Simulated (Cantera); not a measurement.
An isothermal, constant-pressure homogeneous reactor starts with H2 : O2 : N2 = 0.01 : 1 : 2.2 (molar parts), at 1473 K and 0.00415 atm. Integrator tolerance rtol = 1e-08.

Cantera simulation using GRI-Mech 3.0 (53 species, 325 reactions); the numbers are that mechanism's predictions, not measurements. Radical loss at walls, strong at low pressure, is not modelled.

Q: What does this change do: pressure from 0.00415 atm to 0.00809 atm?

A: 
```tsv
quantity	before	after
x(H2) at 4.00 s	9.66e-6 (gas-phase equilibrium 1.13e-7)	5.96e-6 (gas-phase equilibrium 8.11e-8)
x(O2) at 4.00 s	0.309 (gas-phase equilibrium 0.310)	0.309 (gas-phase equilibrium 0.310)
x(O) at 4.00 s	0.00222 (gas-phase equilibrium 2.41e-5)	0.00134 (gas-phase equilibrium 1.73e-5)
x(HO2) at 4.00 s	2.94e-8 (gas-phase equilibrium 9.56e-9)	4.30e-8 (gas-phase equilibrium 1.13e-8)
x(N2O) at 4.00 s	7.63e-9 (gas-phase equilibrium 4.56e-9)	1.55e-8 (gas-phase equilibrium 6.36e-9)
x(NO) at 4.00 s	3.85e-7 (gas-phase equilibrium 0.00122)	6.82e-7 (gas-phase equilibrium 0.00122)
x(H2O) at 4.00 s	0.00286 (gas-phase equilibrium 0.00310)	0.00293 (gas-phase equilibrium 0.00310)
```

Q: What does this change do: H2 0.01 to 0.013 parts?

A: 
| quantity | before | after |
|---|---|---|
| x(H2) at 4.00 s | 9.66e-6 (gas-phase equilibrium 1.13e-7) | 1.52e-5 (gas-phase equilibrium 1.47e-7) |
| x(O2) at 4.00 s | 0.309 (gas-phase equilibrium 0.310) | 0.308 (gas-phase equilibrium 0.309) |
| x(O) at 4.00 s | 0.00222 (gas-phase equilibrium 2.41e-5) | 0.00269 (gas-phase equilibrium 2.41e-5) |
| x(HO2) at 4.00 s | 2.94e-8 (gas-phase equilibrium 9.56e-9) | 3.61e-8 (gas-phase equilibrium 1.09e-8) |
| x(N2O) at 4.00 s | 7.63e-9 (gas-phase equilibrium 4.56e-9) | 7.19e-9 (gas-phase equilibrium 4.55e-9) |
| x(NO) at 4.00 s | 3.85e-7 (gas-phase equilibrium 0.00122) | 4.88e-7 (gas-phase equilibrium 0.00122) |
| x(H2O) at 4.00 s | 0.00286 (gas-phase equilibrium 0.00310) | 0.00372 (gas-phase equilibrium 0.00403) |
